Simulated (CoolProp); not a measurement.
The numbers come from the reference Helmholtz-energy equation of state, Thol 2018 in CoolProp.

Question: For hydrogen chloride, give the phase and the density (kg/m³), Joule-Thomson coefficient (K/MPa), isothermal compressibility (1/MPa), fugacity coefficient at 158.65 °C and 2080 kPa; 158.65 °C and 4160 kPa; 158.65 °C and 6240 kPa.

Answer: 
- 158.65 °C and 2080 kPa: gas; density 22.0, Joule-Thomson coefficient 7.04, isothermal compressibility 0.500, fugacity coefficient 0.962
- 158.65 °C and 4160 kPa: gas; density 45.7, Joule-Thomson coefficient 6.74, isothermal compressibility 0.260, fugacity coefficient 0.926
- 158.65 °C and 6240 kPa: gas; density 71.4, Joule-Thomson coefficient 6.40, isothermal compressibility 0.180, fugacity coefficient 0.892
